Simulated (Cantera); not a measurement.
# Ignition delay

Mixture: 2.68 % C₂H₄, 19.6 % O₂, 73.7 % N₂, 4.02 % H₂O, at 17.0 bar, adiabatic and at constant pressure. Ignition delay is the time to a rise of 400 K.

Computed with Cantera and GRI-Mech 3.0 (53 species, 325 reactions). GRI-Mech 3.0 was tuned for natural gas; its chemistry of ethylene as a main component is partial and can be far from experiment. The pressure lies above the range GRI-Mech 3.0 was tuned for (to about 10 atm).

```csv
T0 (K),delay (ms)
1050,5.17
1150,1.35
1250,0.260
1350,0.0509
1450,0.0124
1550,0.00476
1650,0.00259
1750,0.00167
1850,0.00119
```

```json
{
  "apparent activation energy between 1650 and 1850 K": "98 kJ/mol"
}
```
